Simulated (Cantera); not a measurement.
Input: 1 mol C2F6, 0.17 mol H2, at 2098 K and 2.70e-5 bar.

Cantera equilibrium calculation (NASA polynomials, part measured and part estimated; ideal gas, pure solids and liquids). The feed counts by its element totals alone. The numbers say what is thermodynamically allowed, not how fast it happens.

```
species             before    after
----------------  --------  -------
HF                  0.0604    0.958
H                  1.47e-5   0.0324
F                    0.868  0.00623
CF2                 0.0648  3.34e-6
H2                   <1e-9  0.00300
CF4               0.000195    <1e-9
CF3               0.000125    <1e-9
CF                 0.00638  4.58e-5
C3                 1.02e-5  1.02e-5
C(graphite), mol      1.60     2.00
```
Gas species are given as mole fractions.

Which change was made?
A) temperature from 2098 K to 2748.15 K
B) H2 from 0.17 to 7 mol
C) pressure from 2.70e-5 bar to 6.90e-5 bar
D) H2 from 0.17 to 3.1 mol

D, H2 from 0.17 to 3.1 mol
